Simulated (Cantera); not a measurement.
Cantera run:

```python
import numpy as np
import cantera as ct

gas_names = """
    CL CL2 H HCL H2 Si SiCL SiCL2 SiCL3 SiCL4 SiH SiHCL3 SiH2 SiH2CL2 SiH3 SiH3CL SiH4 Si2 Si3
""".split()
cond_names = """
    Si(cr) Si(L)
""".split()


# ... load() reads the species with a 1 bar reference pressure and builds the phases ...
atoms = {
    'SiCl4': {'Si': 1, 'CL': 4},
    'Cl2': {'CL': 2},
    'H2': {'H': 2},
    'HCl': {'H': 1, 'CL': 1},
}
top_T = {}  # K; cautious upper limits of use, not melting points


# ... equilibrate(T, P, feed) seeds the gas with the atoms and calls Mixture.equilibrate('TP', solver="vcs", rtol=1e-11, max_steps=5000) ...
results = []
feed = {'SiCl4': 1, 'Cl2': 1.3, 'H2': 11, 'HCl': 5.9}  # mol
T = 1598.15  # K
P = 200000  # Pa
mix = equilibrate(T, P, feed)
results.append((T, P, feed, dict(zip(mix.species_names, mix.species_moles))))
print(gas.report(threshold=1e-05))
for i in range(1, mix.n_phases):
    print(f"{mix.phase(i).name:16s} {mix.phase_moles(i):12.5e} mol")
```

Result:

```
       temperature   1598.2 K
          pressure   2e+05 Pa
           density   0.3868 kg/m^3
  mean mol. weight   25.698 kg/kmol
   phase of matter   gas

                          1 kg             1 kmol
                     ---------------   ---------------
          enthalpy       -1.0087e+06       -2.5922e+07  J
   internal energy       -1.5258e+06        -3.921e+07  J
           entropy            8739.1        2.2458e+05  J/K
    Gibbs function       -1.4975e+07       -3.8483e+08  J
 heat capacity c_p            1429.9             36747  J/K
 heat capacity c_v            1106.4             28432  J/K

                      mass frac. Y      mole frac. X     chem. pot. / RT
                     ---------------   ---------------   ---------------
                CL         2.759e-05        2.0001e-05           -23.201
                 H        1.0273e-06        2.6189e-05           -9.4124
               HCL           0.66092           0.46586           -32.613
                H2          0.037862           0.48263           -18.825
             SiCL2          0.027591         0.0071631           -56.522
             SiCL3          0.049006         0.0093679           -79.723
             SiCL4           0.20039          0.030313           -102.92
            SiHCL3          0.023762         0.0045084           -89.136
           SiH2CL2        0.00043976        0.00011189           -75.347
     [  +10 minor]        2.5212e-06        9.7983e-07

Si(cr)            0.00000e+00 mol
```

Method: chemical equilibrium by Gibbs-energy minimisation in Cantera with the NASA 1993 tables (ideal gas, pure condensed phases). The tables' values for SiCl3 are old estimates; treat these amounts as uncertain.
